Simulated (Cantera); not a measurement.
Input: 1 mol CH₃SiH₃, 0.046 mol C₂H₂, 66 mol H₂, equilibrated at 2525 K and 58000 Pa.

Method: chemical equilibrium by Gibbs-energy minimisation in Cantera with the NASA 1993 tables (ideal gas, pure condensed phases). Candidate condensed phases: C, C₆H₆, C₇H₈, C₈H₁₈, Si, SiC; 87 gas species. The feed counts by its element totals alone. Gases not in the tables: Si₂H₆ and higher silanes. Kinetics and transport are ignored.

Base state: H₂ 0.953, H 0.0359, Si 0.00442, C₂H₂ (acetylene) 0.00366, SiH 0.000837, Si₂C 0.000675, SiH₂ 0.000479, SiC₂ 0.000394 (mole fractions); condensed: SiC(s).

Question: What changes in the equilibrium state with this change: pressure from 58000 Pa to 100000 Pa?

Answer: 
| species | before | after |
|---|---|---|
| H₂ | 0.953 | 0.965 |
| H | 0.0359 | 0.0275 |
| Si | 0.00442 | 0.00292 |
| SiC₂ | 0.000394 | 0.000201 |
| C₂H | 1.04e-5 | 6.17e-6 |
| SiC(s), mol | 0.462 | 0.621 |

Question: What changes in the equilibrium state with this change: temperature from 2525 K to 2148.15 K?

Answer: 
```tsv
species	before	after
H₂	0.953	0.994
H	0.0359	0.00546
C₂H₂ (acetylene)	0.00366	0.000666
Si	0.00442	5.86e-5
Si₂	5.50e-5	1.31e-7
SiC₂	0.000394	1.61e-6
Si₂C	0.000675	2.87e-6
C₂H	1.04e-5	1.09e-7
SiH	0.000837	2.18e-5
SiC(s), mol	0.462	0.991
```
